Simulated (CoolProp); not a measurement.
Methanol along the isobar 8.66 MPa: Z from the reference equation and from simpler models built on Tc = 513.4 K, pc = 8.216 MPa, ω = 0.565; each cubic takes its own stable root.

Values from CoolProp's reference Helmholtz-energy equation of state, de Reuck 1993.

```tsv
T (K)	phase	reference
453	liquid	0.1193
465	liquid	0.1207
477	liquid	0.1231
489	liquid	0.1274
501	liquid	0.1357
513	liquid	0.1608
525.1	supercritical	0.4813
537.1	supercritical	0.5821
```

Question: How far does each simpler model (van der Waals, Redlich-Kwong, Peng-Robinson) lie from the reference over these 8 states: mean and median of the absolute difference, and the worst?

Answer: 
- van der Waals: mean 75.1 %, median 100.7 %, worst +103.8 % at 453 K and 8.66 MPa
- Redlich-Kwong: mean 42.1 %, median 53.7 %, worst +59.6 % at 501 K and 8.66 MPa
- Peng-Robinson: mean 23.2 %, median 25.7 %, worst +43.7 % at 513 K and 8.66 MPa
